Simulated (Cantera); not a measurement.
A Cantera script and its output.

```python
import numpy as np
import cantera as ct

gas = ct.Solution("h2o2.yaml")
gas.TPX = 1450, 2300, {'H2': 0.099, 'O2': 1, 'N2': 0.13}
reactor = ct.IdealGasConstPressureReactor(gas, energy="off", clone=False)
net = ct.ReactorNet([reactor])
net.rtol, net.atol = 1e-08, 1e-18
show = ['H2', 'O2', 'O', 'HO2', 'H2O2', 'H']
times = np.geomspace(0.0001, 40, 9)

steps = ct.SolutionArray(gas, extra=["t"])
rows = []
print(f"{'t/s':>10s}{'T/K':>9s}{'P/Pa':>11s}" + "".join(f"{s:>11s}" for s in show))
for t in times:
    while net.time < t:
        t_next = net.step()
        steps.append(gas.state, t=t_next)
    rows.append([np.interp(t, steps.t, y) for y in (steps.T, steps.P, *steps(*show).X.T)])
    print(f"{t:10.3e}{rows[-1][0]:9.1f}{rows[-1][1]:11.4g}" + "".join(f"{x:11.3e}" for x in rows[-1][2:]))
rate = np.gradient(steps.T, steps.t)
print("integrator steps:", len(steps.t))
if steps.T.max() > steps.T[0] + 200:
    print(f"time of steepest temperature rise: {steps.t[rate.argmax()]:.4e} s")
gas.TPX = 1450, 2300, {'H2': 0.099, 'O2': 1, 'N2': 0.13}
gas.equilibrate("TP")
print(f"equilibrium (TP): T = {gas.T:.1f} K  " + "  ".join(f"{s} {gas[s].X[0]:.3e}" for s in show))
```

Result:

```
       t/s      T/K       P/Pa         H2         O2          O        HO2       H2O2          H
 1.000e-04   1450.0       2300  8.055e-02  8.137e-01  1.825e-06  5.155e-07  1.665e-09  1.218e-06
 5.015e-04   1450.0       2300  1.154e-02  7.608e-01  3.795e-02  4.267e-06  1.895e-07  1.578e-02
 2.515e-03   1450.0       2300  2.060e-03  7.545e-01  4.782e-02  3.971e-06  1.149e-07  1.172e-02
 1.261e-02   1450.0       2300  1.373e-03  7.731e-01  3.021e-02  3.600e-06  1.063e-07  5.966e-03
 6.325e-02   1450.0       2300  2.914e-04  7.986e-01  6.032e-03  1.809e-06  5.965e-08  5.395e-04
 3.172e-01   1450.0       2300  1.991e-05  8.051e-01  4.051e-04  2.810e-07  1.456e-08  9.446e-06
 1.591e+00   1450.0       2300  1.684e-06  8.057e-01  3.426e-05  1.025e-07  3.016e-09  2.327e-07
 7.976e+00   1450.0       2300  5.929e-07  8.058e-01  1.207e-05  1.308e-07  1.764e-09  4.879e-08
 4.000e+01   1450.0       2300  5.874e-07  8.058e-01  1.196e-05  1.312e-07  1.758e-09  4.812e-08
integrator steps: 1727
equilibrium (TP): T = 1450.0 K  H2 5.874e-07  O2 8.058e-01  O 1.196e-05  HO2 1.312e-07  H2O2 1.758e-09  H 4.812e-08
```

Cantera simulation using the H2/O2 subset of GRI-Mech 3.0, which has no nitrogen chemistry; the numbers are that mechanism's predictions, not measurements. Radical loss at walls, strong at low pressure, is not modelled. The temperature is held fixed by assumption; the heat of reaction is taken as removed at once.
